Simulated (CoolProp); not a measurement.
A closed Brayton cycle with carbon dioxide: compressor inlet 333.15 K and 8.1 MPa, high pressure 22.7 MPa, turbine inlet 655 K, compressor efficiency 0.89, turbine efficiency 0.93, recuperator effectiveness 0.8 (on enthalpy, no pinch check). Each further row changes one setting.

The numbers come from the reference Helmholtz-energy equation of state, Span 1996 in CoolProp.

```json
[
 {"case": "as stated", "thermal efficiency (%)": "(withheld)", "net work (kJ/kg)": "48.5", "compressor to turbine work": "0.54", "compressor exit (K)": "424.1", "turbine exit (K)": "543.9"},
 {"case": "turbine inlet 605 K", "thermal efficiency (%)": "(withheld)", "net work (kJ/kg)": "37.9", "compressor to turbine work": "(withheld)", "compressor exit (K)": "424.1", "turbine exit (K)": "(withheld)"},
 {"case": "compressor inlet 343.15 K", "thermal efficiency (%)": "22.5", "net work (kJ/kg)": "43.2", "compressor to turbine work": "(withheld)", "compressor exit (K)": "(withheld)", "turbine exit (K)": "543.9"},
 {"case": "high pressure 19.3 MPa", "thermal efficiency (%)": "23.6", "net work (kJ/kg)": "44.1", "compressor to turbine work": "0.51", "compressor exit (K)": "409.3", "turbine exit (K)": "561.1"},
 {"case": "recuperator effectiveness 0.5", "thermal efficiency (%)": "(withheld)", "net work (kJ/kg)": "48.5", "compressor to turbine work": "0.54", "compressor exit (K)": "424.1", "turbine exit (K)": "543.9"}
]
```

Task: Some entries are withheld; supply them.

Result: 
- as stated, thermal efficiency (%): 24.1
- turbine inlet 605 K, thermal efficiency (%): 21.0
- turbine inlet 605 K, compressor to turbine work: 0.60
- turbine inlet 605 K, turbine exit (K): 498.3
- compressor inlet 343.15 K, compressor to turbine work: 0.59
- compressor inlet 343.15 K, compressor exit (K): 438.3
- recuperator effectiveness 0.5, thermal efficiency (%): 20.0
